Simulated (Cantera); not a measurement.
Cantera run:

```python
import numpy as np
import cantera as ct

gas_names = """
    CL CL2 H HCL H2 Li LiCL LiH Li2 Li2CL2 Li3CL3
""".split()
cond_names = """
    Li(cr) Li(L) LiCL(s) LiCL(L) LiH(s) LiH(L)
""".split()


# ... load() reads the species with a 1 bar reference pressure and builds the phases ...
atoms = {
    'LiCl': {'Li': 1, 'CL': 1},
    'H2': {'H': 2},
}
top_T = {}  # K; cautious upper limits of use, not melting points


# ... equilibrate(T, P, feed) seeds the gas with the atoms and calls Mixture.equilibrate('TP', solver="vcs", rtol=1e-11, max_steps=5000) ...
results = []
feed = {'LiCl': 1, 'H2': 0.95}  # mol
T = 1700  # K
P = 14  # Pa
mix = equilibrate(T, P, feed)
results.append((T, P, feed, dict(zip(mix.species_names, mix.species_moles))))
print(gas.report(threshold=1e-06))
for i in range(1, mix.n_phases):
    print(f"{mix.phase(i).name:16s} {mix.phase_moles(i):12.5e} mol")
```

Result:

```
       temperature   1700 K
          pressure   14 Pa
           density   2.2308e-05 kg/m^3
  mean mol. weight   22.523 kg/kmol
   phase of matter   gas

                          1 kg             1 kmol
                     ---------------   ---------------
          enthalpy        -2.138e+06       -4.8153e+07  J
   internal energy       -2.7656e+06       -6.2288e+07  J
           entropy             13781        3.1039e+05  J/K
    Gibbs function       -2.5566e+07       -5.7582e+08  J
 heat capacity c_p            1574.2             35456  J/K
 heat capacity c_v            1205.1             27142  J/K

                      mass frac. Y      mole frac. X     chem. pot. / RT
                     ---------------   ---------------   ---------------
                CL        0.00019091        0.00012129           -31.648
                 H        0.00038385         0.0085767           -14.297
               HCL          0.013966          0.008628           -45.945
                H2          0.042457           0.47433           -28.595
                Li         0.0026948         0.0087456           -21.325
              LiCL           0.94026           0.49958           -52.972
               LiH        1.2908e-06        3.6577e-06           -35.622
            Li2CL2        4.5945e-05        1.2206e-05           -105.94
     [   +3 minor]        6.0186e-10        6.7266e-10

Li(L)             0.00000e+00 mol
LiCL(L)           0.00000e+00 mol
LiH(L)            0.00000e+00 mol
```

These are equilibrium values from Cantera (NASA tables, ideal gas, pure condensed phases), not measurements of a reactor.
